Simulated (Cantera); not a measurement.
Input: 1 mol BF₃, 25 mol NH₃, held at 1075 K and 10.0 Torr.

Equilibrium computed with Cantera from the NASA thermochemical tables; the gas is ideal and each condensed phase is pure. Candidate condensed phases: B, BN; 31 gas species. Rates play no part.

Base state: H₂ 0.731, N₂ 0.244, BF₃ 0.0166, HF 0.00891, BHF₂ 2.13e-5 (mole fractions); condensed: BN(s).

What changes in the equilibrium state with this change: BF₃ replaced by B₂H₆?


| species | before | after |
|---|---|---|
| H₂ | 0.731 | 0.779 |
| N₂ | 0.244 | 0.221 |
| BF₃ | 0.0166 | 0 |
| HF | 0.00891 | 0 |
| BHF₂ | 2.13e-5 | 0 |
| BN(s), mol | 0.151 | 2.00 |
The feed counts by its element totals alone.

What changes in the equilibrium state with this change: BF₃ replaced by BCl₃?


```
species      before   after
----------  -------  ------
H₂            0.731   0.706
N₂            0.244   0.235
HCl               0  0.0588
BF₃          0.0166       0
HF          0.00891       0
BHF₂        2.13e-5       0
BN(s), mol    0.151    1.00
```
Further candidate phases: NH₄Cl.
